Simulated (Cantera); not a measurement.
An isothermal, constant-pressure homogeneous reactor starts with H2 : O2 : N2 = 1.8 : 1 : 18 (molar parts), equivalence ratio 0.90, at 775 K and 0.430 bar. Integrator tolerance rtol = 1e-08.

Detailed kinetics in Cantera: the H2/O2 subset of GRI-Mech 3.0, which has no nitrogen chemistry. Below about 950 K walls govern HO2 and H2O2 in real vessels. The temperature is held fixed by assumption; the heat of reaction is taken as removed at once.

### Question
What does this change do: temperature 775 to 1198 K?

### Answer
| quantity | before | after |
|---|---|---|
| x(H2) at 60.0 s | 0.0864 (gas-phase equilibrium <1e-12) | 2.39e-8 (gas-phase equilibrium 2.39e-8) |
| x(O2) at 60.0 s | 0.0480 (gas-phase equilibrium 0.00503) | 0.00502 (gas-phase equilibrium 0.00502) |
| x(OH) at 60.0 s | 1.95e-11 (gas-phase equilibrium 1.84e-10) | 1.35e-6 (gas-phase equilibrium 1.35e-6) |
| x(H) at 60.0 s | 4.37e-10 (gas-phase equilibrium <1e-12) | 4.51e-11 (gas-phase equilibrium 4.51e-11) |
| x(HO2) at 60.0 s | 8.70e-7 (gas-phase equilibrium <1e-12) | 6.14e-10 (gas-phase equilibrium 6.14e-10) |
